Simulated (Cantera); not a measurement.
Cantera with NASA thermochemical tables; ideal gases at 1 bar, condensed phases pure. Values are per mole of reaction as written; species without (g) are pure solids or liquids, kept so even where they would boil at 1 bar.

2 Na + 2 SO3(g) ⇌ Na2SO4 + SO2(g)

```tsv
T (K)	ΔH° (kJ)	ΔS° (J/K)	ΔG° (kJ)	log10 K
450	-896.7	-228.0	-794.1	92.18
525	[?]	[?]	[?]	[?]
600	-882.0	-199.5	-762.3	66.36
675	-879.7	-195.9	-747.4	57.84
750	-877.2	-192.4	-732.9	51.04
825	[?]	[?]	[?]	[?]
900	-871.6	-185.6	-704.5	40.89
975	-868.4	-182.2	-690.7	37.00
1050	-865.0	-178.8	-677.2	33.69
```

Problem. Some entries are withheld; supply them.

Solution. 
- 525, ΔH° (kJ): -884.2
- 525, ΔS° (J/K): -203.4
- 525, ΔG° (kJ): -777.4
- 525, log10 K: 77.34
- 825, ΔH° (kJ): -874.5
- 825, ΔS° (J/K): -189.0
- 825, ΔG° (kJ): -718.6
- 825, log10 K: 45.50
